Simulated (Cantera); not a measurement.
**Transport properties of process gases**

Gas mixture: O2 = 0.98 (molar parts), at 0.975 Torr, frozen composition.

Cantera's kinetic-theory transport with the Lennard-Jones parameters of GRI-Mech 3.0, ideal gas; thermal conductivity in the multicomponent form.

```json
[
 {"T (K)": "400", "ρ (kg/m³)": "0.00125", "cp (J/kg/K)": "941.4", "μ (µPa s)": "25.6", "λ (mW/m/K)": "33.9", "Pr": "0.712", "D (cm²/s) CH4": "294", "D (cm²/s) N2": "269", "D (cm²/s) CH3": "295"},
 {"T (K)": "500", "ρ (kg/m³)": "0.00100", "cp (J/kg/K)": "971.4", "μ (µPa s)": "30.0", "λ (mW/m/K)": "41.1", "Pr": "0.711", "D (cm²/s) CH4": "433", "D (cm²/s) N2": "395", "D (cm²/s) CH3": "435"},
 {"T (K)": "600", "ρ (kg/m³)": "0.000834", "cp (J/kg/K)": "1003", "μ (µPa s)": "34.1", "λ (mW/m/K)": "48.1", "Pr": "0.710", "D (cm²/s) CH4": "592", "D (cm²/s) N2": "539", "D (cm²/s) CH3": "595"},
 {"T (K)": "700", "ρ (kg/m³)": "0.000715", "cp (J/kg/K)": "1031", "μ (µPa s)": "37.8", "λ (mW/m/K)": "54.9", "Pr": "0.710", "D (cm²/s) CH4": "770", "D (cm²/s) N2": "699", "D (cm²/s) CH3": "774"},
 {"T (K)": "800", "ρ (kg/m³)": "0.000625", "cp (J/kg/K)": "1055", "μ (µPa s)": "41.4", "λ (mW/m/K)": "61.5", "Pr": "0.710", "D (cm²/s) CH4": "965", "D (cm²/s) N2": "874", "D (cm²/s) CH3": "970"},
 {"T (K)": "900", "ρ (kg/m³)": "0.000556", "cp (J/kg/K)": "1074", "μ (µPa s)": "44.7", "λ (mW/m/K)": "67.7", "Pr": "0.709", "D (cm²/s) CH4": "1180", "D (cm²/s) N2": "1060", "D (cm²/s) CH3": "1180"},
 {"T (K)": "1000", "ρ (kg/m³)": "0.000500", "cp (J/kg/K)": "1090", "μ (µPa s)": "47.9", "λ (mW/m/K)": "73.7", "Pr": "0.709", "D (cm²/s) CH4": "1400", "D (cm²/s) N2": "1270", "D (cm²/s) CH3": "1410"},
 {"T (K)": "1100", "ρ (kg/m³)": "0.000455", "cp (J/kg/K)": "1103", "μ (µPa s)": "51.0", "λ (mW/m/K)": "79.4", "Pr": "0.709", "D (cm²/s) CH4": "1650", "D (cm²/s) N2": "1490", "D (cm²/s) CH3": "1660"},
 {"T (K)": "1200", "ρ (kg/m³)": "0.000417", "cp (J/kg/K)": "1114", "μ (µPa s)": "54.0", "λ (mW/m/K)": "84.9", "Pr": "0.708", "D (cm²/s) CH4": "1900", "D (cm²/s) N2": "1720", "D (cm²/s) CH3": "1910"}
]
```
D: mixture-averaged diffusion coefficient of that species in the mixture.
